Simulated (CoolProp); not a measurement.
Vapour pressure (MPa) of water: the reference equation beside estimates from Tc = 373.9 °C, pc = 22.06 MPa, ω = 0.344. Clausius-Clapeyron is anchored at 249.65 °C with a constant enthalpy of vaporisation of 30.93 kJ/mol.

Model: reference Helmholtz-energy equation of state, Wagner 2002, in CoolProp.

```csv
T (°C),reference,Lee-Kesler,Clausius-Clapeyron,van der Waals,Redlich-Kwong,Soave-Redlich-Kwong,Peng-Robinson
213.25,2.035,2.066,2.321,6.299,3.423,2.067,2.048
220.55,2.344,2.384,2.599,6.767,3.834,2.387,2.363
227.85,2.689,2.738,2.900,7.257,4.279,2.744,2.714
235.05,3.065,3.124,3.222,7.761,4.751,3.134,3.097
242.35,3.487,3.556,3.574,8.295,5.266,3.572,3.527
249.65,3.953,4.031,3.953,8.851,5.818,4.054,4.001
256.95,4.464,4.552,4.360,9.430,6.408,4.583,4.522
264.25,5.025,5.121,4.796,10.03,7.038,5.163,5.094
271.55,5.638,5.742,5.262,10.66,7.709,5.796,5.718
278.85,6.306,6.417,5.759,11.31,8.422,6.485,6.398
286.15,7.033,7.150,6.289,11.98,9.178,7.234,7.138
```

Absolute difference from the reference over all 11 rows, mean and median: Lee-Kesler 1.8 and 1.8 %, Clausius-Clapeyron 6.7 and 6.7 %, van der Waals 130.2 and 123.9 %, Redlich-Kwong 48.0 and 47.2 %, Soave-Redlich-Kwong 2.4 and 2.6 %, Peng-Robinson 1.2 and 1.2 %.
